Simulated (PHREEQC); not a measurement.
2.2 g of hydrous ferric oxide (600 m²/g; 0.2 weak and 0.005 strong sites per Fe, Dzombak-Morel constants, diffuse double layer) in 1 kg of water with 0.001 mol/kgw of an inert sodium salt and 2.8 mmol/kgw NaF, at 25 °C; the pH is set by adding NaOH or the inert anion's acid. Oxygen alone is held at its pressure in air (log pO2 = -0.68). The system is closed to CO2. No solid was allowed to form.

Base run: PHREEQC, ion-association model, wateq4f.dat. Each further column changes one thing. The table gives F sorbed (%).

```tsv
pH	base	background salt from 0.001 to 0.0001 mol/kgw	oxide from 2.2 to 11 g/kgw	0.0019 mol/kgw H3BO3 added
3	96.2	96.6	99.7	96.2
3.67	96.9	97.2	99.8	96.8
4.33	94.6	95.0	99.8	94.6
5	88.1	88.6	99.5	88.1
5.67	75.6	76.0	98.7	75.5
6.33	58.1	58.4	95.5	57.9
7.67	19.5	19.7	60.0	19.4
8.33	7.3	7.4	29.1	7.3
9	2.0	2.0	9.4	2.0
9.67	0.5	0.5	2.5	0.5
10.33	0.1	0.1	0.7	0.1
11	0.0	0.0	0.2	0.0
```

The oxide is taken as insoluble; below pH 4 it would dissolve. Real BF4- forms and hydrolyses slowly; the run takes it at equilibrium.
